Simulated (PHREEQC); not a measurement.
A solution holds 0.00076 mol AgNO3 per kg of water, at 20 °C. Closed to the air; pH follows from the charge balance.

Model: ion-association model, wateq4f.dat, run in PHREEQC.

- pH = 7.06
- ionic strength = 0.000760 mol/kgw

```tsv
species	molality	activity	log γ
Ag+	0.000760	0.000736	-0.013
NO3-	0.000760	0.000736	-0.014
AgNO3	2.78e-7	2.78e-7	0.000
H+	8.93e-8	8.67e-8	-0.013
OH-	8.08e-8	7.83e-8	-0.014
AgOH	8.49e-9	8.50e-9	0.000
```

Precipitation was switched off in this run.
